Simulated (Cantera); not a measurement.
A closed system holds: 1 mol Si₃N₄, 1.6 mol HCl, 210 mol H₂, at 1148.15 K and 0.00960 bar.

These are equilibrium values from Cantera (NASA tables, ideal gas, pure condensed phases), not measurements of a reactor. Candidate condensed phases: NH₄Cl, Si, Si₃N₄; 28 gas species. Kinetics and transport are ignored.

Base state: H₂ 0.992, HCl 0.00752, SiCl₂ 1.62e-5, N₂ 1.19e-5 (mole fractions); condensed: Si₃N₄(s).

Problem. What changes in the equilibrium state with this change: Si₃N₄ replaced by BN?

Solution. 
| species | before | after |
|---|---|---|
| H₂ | 0.992 | 0.992 |
| HCl | 0.00752 | 0.00756 |
| N₂ | 1.19e-5 | 1.79e-8 |
| SiCl₂ | 1.62e-5 | 0 |
| Si₃N₄(s), mol | 0.999 | 0 |
| BN(s), mol | 0 | 1.000 |
Further candidate phases: B, BN.
